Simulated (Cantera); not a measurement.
A Cantera script and its output.

```python
import numpy as np
import cantera as ct

gas = ct.Solution("h2o2.yaml")
gas.TPX = 650, 400000, {'H2': 1, 'O2': 0.532, 'N2': 2}
flame = ct.FreeFlame(gas, width=0.015)
flame.set_refine_criteria(ratio=3, slope=0.08, curve=0.16)
flame.transport_model = "mixture-averaged"
flame.solve(loglevel=0, auto=True)
flame.transport_model = "multicomponent"
flame.soret_enabled = True
flame.solve(loglevel=0, refine_grid=True)
z, T = flame.grid, flame.T
thick = (T[-1] - T[0]) / np.gradient(T, z).max()
show = ['H2', 'O2', 'H2O2', 'OH', 'HO2', 'H2O']
print(f"laminar burning velocity  {flame.velocity[0] * 100:.3f} cm/s")
print(f"burnt temperature         {T[-1]:.1f} K")
print(f"thermal thickness         {thick * 1e3:.4f} mm")
print(f"grid points               {len(z)}")
z0 = z[flame.heat_release_rate.argmax()]
print(f"{'z/mm':>9s}{'T/K':>9s}{'u/(m/s)':>9s}" + "".join(f"{s:>11s}" for s in show))
rows = []
for k in (-3, -2, -1.5, -1, -0.5, -0.25, 0, 0.25, 0.5, 1, 2, 4, 8):
    zz = z0 + k * thick
    rows.append([k * thick, np.interp(zz, z, T), np.interp(zz, z, flame.velocity),
                 *(np.interp(zz, z, flame.X[gas.species_index(s)]) for s in show)])
    print(f"{rows[-1][0] * 1e3:9.3f}{rows[-1][1]:9.1f}{rows[-1][2]:9.3f}" + "".join(f"{x:11.3e}" for x in rows[-1][3:]))
```

It prints:

```
laminar burning velocity  741.625 cm/s
burnt temperature         2567.2 K
thermal thickness         0.0789 mm
grid points               113
     z/mm      T/K  u/(m/s)         H2         O2       H2O2         OH        HO2        H2O
   -0.237    650.0    7.416  2.831e-01  1.506e-01  2.081e-13  2.147e-15  2.340e-11  1.290e-10
   -0.158    650.0    7.416  2.831e-01  1.506e-01  1.189e-11  2.290e-13  1.309e-09  5.732e-09
   -0.118    650.0    7.415  2.830e-01  1.507e-01  3.135e-10  1.165e-11  3.327e-08  1.083e-07
   -0.079    650.2    7.407  2.819e-01  1.509e-01  1.470e-08  8.514e-10  1.434e-06  3.391e-06
   -0.039    676.3    7.527  2.625e-01  1.540e-01  1.002e-05  4.091e-05  4.158e-04  1.423e-03
   -0.020    914.7    9.818  2.178e-01  1.490e-01  5.119e-05  1.041e-03  6.158e-04  2.530e-02
    0.000   1375.2   14.377  1.361e-01  1.097e-01  1.742e-05  4.345e-03  2.937e-04  1.088e-01
    0.020   1714.6   17.764  6.724e-02  5.918e-02  4.611e-06  1.139e-02  1.341e-04  1.964e-01
    0.039   1893.2   19.510  4.440e-02  3.844e-02  2.757e-06  1.616e-02  7.378e-05  2.311e-01
    0.079   2074.7   21.193  3.599e-02  2.928e-02  1.642e-06  1.893e-02  4.237e-05  2.504e-01
    0.158   2243.6   22.680  3.036e-02  2.460e-02  1.093e-06  1.894e-02  2.468e-05  2.660e-01
    0.316   2384.5   23.870  2.344e-02  2.067e-02  8.171e-07  1.712e-02  1.406e-05  2.815e-01
    0.631   2485.5   24.694  1.682e-02  1.766e-02  6.756e-07  1.451e-02  8.733e-06  2.943e-01
```

Cantera simulation using the H2/O2 subset of GRI-Mech 3.0, which has no nitrogen chemistry; the numbers are that mechanism's predictions, not measurements. The hydrogen kinetics of GRI-Mech 3.0 are dated; newer H2 mechanisms differ, most at raised pressure. Burning velocities carry a grid error of a few per cent, more on coarse grids.
